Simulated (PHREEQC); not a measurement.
Dissolve 0.001 mol HF and 0.065 mol (CH3)4NF per kg of water at 20 °C. Closed to the air; pH follows from the charge balance.

The numbers come from PHREEQC with the ion-association model, wateq4f.dat.

No solid was allowed to form.

### Question
Predict the pH.

### Answer
pH 4.95.

### Question
In which forms is F present?

### Answer
F- 98 %, HF 1.2 %, HF2- 0.6 % of the F.

(CH3)4N+ isn't in the database: it is added as a free cation with an ion size of 4 Å.
